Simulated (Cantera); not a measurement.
A closed system holds: 1 mol MgO, 2.3 mol CO, at 1.70 bar.

Method: chemical equilibrium by Gibbs-energy minimisation in Cantera with the NASA 1993 tables (ideal gas, pure condensed phases). Candidate condensed phases: C, Mg, MgCO₃, MgO; 15 gas species. Kinetics and transport are ignored.

x: gas mole fraction; n: condensed amount in mol.

```
T (K)   x CO      x Mg     x CO₂     x MgO       x O      x O₂     x Mg₂  n C(graphite)  n MgO(s)
-----  -----  --------  --------  --------  --------  --------  --------  -------------  --------
1698   1.000   6.48e-5  0.000243  1.10e-11    <1e-12    <1e-12  1.37e-12       0.000410     1.000
1798   0.999  0.000305  0.000305  1.45e-10  4.33e-12    <1e-12  2.63e-11              0     0.999
1898   0.999  0.000675  0.000675   1.46e-9  6.28e-11    <1e-12  1.12e-10              0     0.998
1998   0.997       ___       ___       ___       ___       ___       ___              0     0.997
2098   0.995   0.00262   0.00262   7.62e-8   6.12e-9  3.38e-11   1.31e-9              0     0.994
2198   0.991       ___       ___       ___       ___       ___       ___              0     0.989
2298   0.984   0.00793   0.00793   1.97e-6   2.67e-7   5.03e-9   9.56e-9              0     0.982
2398   0.974    0.0128    0.0128   8.13e-6   1.39e-6   4.48e-8   2.25e-8              0     0.970
```

Complete the blanks.


- 1998, x Mg: 0.00138
- 1998, x CO₂: 0.00138
- 1998, x MgO: 1.17e-8
- 1998, x O: 6.96e-10
- 1998, x O₂: 1.89e-12
- 1998, x Mg₂: 4.10e-10
- 2198, x Mg: 0.00468
- 2198, x CO₂: 0.00468
- 2198, x MgO: 4.18e-7
- 2198, x O: 4.41e-8
- 2198, x O₂: 4.63e-10
- 2198, x Mg₂: 3.72e-9
